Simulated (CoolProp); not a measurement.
Properties of R236FA along the isotherm 126.85 °C.

The numbers come from the reference Helmholtz-energy equation of state, Pan 2012 in CoolProp.

```json
[
 {"p (MPa)": "0.177", "phase": "gas", "cp (kJ/(kg K))": "0.9984", "speed of sound (m/s)": "[?]", "Joule-Thomson coefficient (K/MPa)": "[?]", "viscosity (µPa s)": "14.8"},
 {"p (MPa)": "0.355", "phase": "gas", "cp (kJ/(kg K))": "1.009", "speed of sound (m/s)": "147.1", "Joule-Thomson coefficient (K/MPa)": "9.131", "viscosity (µPa s)": "14.9"},
 {"p (MPa)": "0.532", "phase": "gas", "cp (kJ/(kg K))": "1.021", "speed of sound (m/s)": "144.4", "Joule-Thomson coefficient (K/MPa)": "9.374", "viscosity (µPa s)": "14.9"},
 {"p (MPa)": "0.709", "phase": "gas", "cp (kJ/(kg K))": "1.035", "speed of sound (m/s)": "141.6", "Joule-Thomson coefficient (K/MPa)": "9.635", "viscosity (µPa s)": "15.0"},
 {"p (MPa)": "0.886", "phase": "gas", "cp (kJ/(kg K))": "1.050", "speed of sound (m/s)": "138.8", "Joule-Thomson coefficient (K/MPa)": "9.917", "viscosity (µPa s)": "15.1"},
 {"p (MPa)": "1.06", "phase": "gas", "cp (kJ/(kg K))": "[?]", "speed of sound (m/s)": "135.9", "Joule-Thomson coefficient (K/MPa)": "10.22", "viscosity (µPa s)": "15.2"},
 {"p (MPa)": "1.24", "phase": "gas", "cp (kJ/(kg K))": "1.088", "speed of sound (m/s)": "132.7", "Joule-Thomson coefficient (K/MPa)": "10.56", "viscosity (µPa s)": "15.3"},
 {"p (MPa)": "1.42", "phase": "gas", "cp (kJ/(kg K))": "1.112", "speed of sound (m/s)": "129.4", "Joule-Thomson coefficient (K/MPa)": "10.93", "viscosity (µPa s)": "15.4"},
 {"p (MPa)": "1.6", "phase": "gas", "cp (kJ/(kg K))": "1.140", "speed of sound (m/s)": "126.0", "Joule-Thomson coefficient (K/MPa)": "11.35", "viscosity (µPa s)": "[?]"}
]
```

### Question
What belongs in the gaps?

### Answer

- 0.177, speed of sound (m/s): 149.7
- 0.177, Joule-Thomson coefficient (K/MPa): 8.905
- 1.06, cp (kJ/(kg K)): 1.067
- 1.6, viscosity (µPa s): 15.6

Viscosity comes from a separate model (Huber 2003), an estimate that may be off by 10 % or more.
